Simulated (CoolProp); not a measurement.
Computed with CoolProp (reference Helmholtz-energy equation of state, Thol 2016).

### Question
For hexamethyldisiloxane (MM), give the phase and the density (kg/m³), cv (kJ/(kg K)), isothermal compressibility (1/MPa), expansivity (1/kK) at 152.65 °C and 101 kPa.

### Answer
- 152.65 °C and 101 kPa: gas; density 4.82, cv 1.79, isothermal compressibility 10.3, expansivity 2.69
